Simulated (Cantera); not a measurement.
# NO annealing gas

An isothermal, constant-pressure homogeneous reactor starts with NO : N₂ = 1 : 0.18 (molar parts), at 2025 K and 14000 Pa.

Cantera simulation using GRI-Mech 3.0 (53 species, 325 reactions); the numbers are that mechanism's predictions, not measurements.

```
t (s)        x NO      x O₂     x N₂O   x N₂       x O     x NO₂
--------  -------  --------  --------  -----  --------  --------
0.000100    0.847   1.39e-7   1.37e-5  0.153   1.34e-5   8.44e-7
0.000335    0.847   1.58e-6   4.37e-5  0.153   4.22e-5   7.41e-6
0.00112     0.847   2.25e-5  0.000125  0.153  0.000130   4.32e-5
0.00376     0.846  0.000328  0.000255  0.153  0.000283  0.000106
0.0126      0.843   0.00200  0.000302  0.155  0.000327  0.000123
0.0422      0.831   0.00783  0.000291  0.160  0.000368  0.000144
0.141       0.791    0.0277  0.000254  0.180  0.000480  0.000196
0.474       0.660    0.0932  0.000163  0.246  0.000730  0.000273
1.59        0.340     0.253   3.90e-5  0.406   0.00112  0.000230
5.32       0.0582     0.394   1.20e-6  0.547   0.00137   4.92e-5
17.8       0.0117     0.417   1.89e-7  0.570   0.00140   1.02e-5
59.7      0.00988     0.418   1.77e-7  0.571   0.00141   8.62e-6
200       0.00988     0.418   1.77e-7  0.571   0.00141   8.61e-6
```
x: mole fraction; the columns are a selection and need not sum to one.

Equilibrium at this temperature and pressure: NO 0.00988, O₂ 0.418, N₂O 1.77e-7, N₂ 0.571, O 0.00141, NO₂ 8.61e-6 (gas phase only).
